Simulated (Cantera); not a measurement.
An adiabatic, constant-volume homogeneous reactor starts with CO : H2 : O2 : N2 = 1 : 0.34 : 0.305 : 0.92 (molar parts), equivalence ratio 2.2, at 1250 K and 0.987 atm.

Detailed kinetics in Cantera: GRI-Mech 3.0 (53 species, 325 reactions).

One state of this run: T (K) = 2931; P (bar) = 2.13; x CO = 0.302; x H2 = 0.0322; x O2 = 0.00558; x N2O = 2.94e-7; x O = 0.00457. x: mole fraction; the columns are a selection and need not sum to one.

Task: Which value of t (s) does it belong to?
A. 1.00
B. 1.94e-5
C. 5.00e-6
D. 7.53e-5

Result: A, 1.00
